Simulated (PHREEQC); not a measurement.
Make-up at 20 °C: 0.017 mol/kgw NaHSO4, 0.0013 mol/kgw NaOH and 0.0073 mol/kgw NaCl. Closed to the air; pH follows from the charge balance.

All values are PHREEQC results (ion-association model, phreeqc.dat), not measurements.

```json
[
 {"quantity": "pH", "before": "2.04", "after": "2.42"},
 {"quantity": "ionic strength (mol/kgw)", "before": "0.0468", "after": "0.0537"},
 {"quantity": "HSO4- (mol/kgw)", "before": "0.00511", "after": "0.00248"},
 {"quantity": "NaSO4- (mol/kgw)", "before": "0.000642", "after": "0.000731"},
 {"quantity": "SI of Halite (NaCl)", "before": "-5.47", "after": "-5.48"}
]
```

Q: Which change was made?
A) NaOH left out
B) NaCl from 0.0073 to 0.00365 mol/kgw
C) 0.0038 mol/kgw K3PO4 added
D) NaOH from 0.0013 to 0.013 mol/kgw

A: C, 0.0038 mol/kgw K3PO4 added

Precipitation was switched off in this run.
